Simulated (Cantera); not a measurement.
Feed: 1 mol Si, 9 mol Br₂, equilibrated at 227 °C and 2400 Pa.

Equilibrium computed with Cantera from the NASA thermochemical tables; the gas is ideal and each condensed phase is pure. Candidate condensed phases: Br₂, Si; 9 gas species. Kinetics and transport are ignored.

Base state: Br₂ 0.875, SiBr₄ 0.125 (mole fractions); condensed: gas only.

**Question.** What changes in the equilibrium state with this change: temperature from 227 °C to 825 °C?

**Answer.** 
```json
[
 {"species": "Br₂", "before": "0.875", "after": "0.787"},
 {"species": "SiBr₄", "before": "0.125", "after": "0.119"},
 {"species": "Br", "before": "2.86e-7", "after": "0.0943"}
]
```
